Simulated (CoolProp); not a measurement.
Computed with CoolProp (reference Helmholtz-energy equation of state, Kamei 1995).

Question: For R22, give the phase and the speed of sound (m/s), Joule-Thomson coefficient (K/MPa), Prandtl number at 214.3 K and 0.0337 MPa.

Answer: 
- 214.3 K and 0.0337 MPa: gas; speed of sound 157, Joule-Thomson coefficient 62.6, Prandtl number 0.824

Viscosity comes from a separate model (Bell 2016), an estimate that may be off by 10 % or more. Thermal conductivity comes from a separate model (McLinden 2000), an estimate that may be off by 10 % or more.
